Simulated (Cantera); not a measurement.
Charge: 1 mol HMDSO, 0.7 mol O2, 47 mol N2, at 752 °C and 100 Torr.

Equilibrium computed with Cantera from the NASA thermochemical tables; the gas is ideal and each condensed phase is pure. The feed counts by its element totals alone. N2 is the only nitrogen source here; it is nearly inert below about 1500 K, so the nitride shown seldom forms there in practice. Mutual solubility and eutectic melting of coexisting phases are not modelled. The numbers say what is thermodynamically allowed, not how fast it happens.

```json
[
 {"species": "H2", "before": "0.162", "after": "0.820"},
 {"species": "N2", "before": "0.836", "after": "0.172"},
 {"species": "CH4", "before": "0.000256", "after": "0.00658"},
 {"species": "NH3", "before": "3.92e-6", "after": "2.03e-5"},
 {"species": "H2O", "before": "1.32e-5", "after": "3.94e-5"},
 {"species": "CO", "before": "0.00230", "after": "0.00136"},
 {"species": "C(graphite), mol", "before": "5.86", "after": "5.91"},
 {"species": "SiO2(β-quartz), mol", "before": "0.848", "after": "0.923"},
 {"species": "Si2N2O(s), mol", "before": "0.576", "after": "0.538"}
]
```
Gas species are given as mole fractions.

Which change was made?
A. N2 from 47 to 2.4 mol
B. pressure from 100 Torr to 0.0975 Torr
C. O2 from 0.7 to 3.8 mol
D. O2 from 0.7 to 13 mol

A, N2 from 47 to 2.4 mol
